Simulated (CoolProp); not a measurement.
Vapour-liquid equilibrium of R22 (1) + R114 (2) at 339.8 K; x and y are mole fractions of (1).

The numbers come from the multi-fluid Helmholtz-energy mixture model, Kamei 1995 and Platzer 1990; pair parameters Bell 2016 in CoolProp. This equation is an older, rougher fit; its heat capacities, sound speeds and derivatives of the liquid may be far off and weren't checked against measurements.

Question: Give the bubble pressure and the first vapour's composition at x = 0.05, 0.15, 0.45. Is there an azeotrope?

Answer: x = 0.05: 0.8252 MPa, y = 0.182; x = 0.15: 1.076 MPa, y = 0.395; x = 0.45: 1.685 MPa, y = 0.685. No azeotrope shows between x = 0.05 and 0.95.

Pair parameters are fitted to limited data, so mixtures are less certain than the pure fluids. The gap from Raoult's law changes sign with composition, which may be real or a fault of the pair parameters; it wasn't checked against measurements.
